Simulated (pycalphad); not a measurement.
Computed with pycalphad from the COST 507 light-alloy database (1999), at 1 atm. No gas phase is included, though pure Mg would boil below 1377 °C. The database dates from 1999; later assessments differ in places, in temperatures and in the compounds included. Kinetics are ignored, which matters at the lower temperatures.

Mg-0.8425Al-0.45Si (wt.%): equilibrium cooling sequence

| T (°C) | phases above | phases below |
|---|---|---|
| 642.2 | LIQUID | HCP_A3 + LIQUID |
| 630.7 | HCP_A3 + LIQUID | HCP_A3 + LIQUID + MG2SI |
| 624.4 | HCP_A3 + LIQUID + MG2SI | HCP_A3 + MG2SI |

Changes were sought between steps of 40 K, so a narrower field can be missed.

Database names, with the compositions (at.%) that they take in these runs: MG2SI: Mg 67 Si 33. HCP_A3 is hcp.
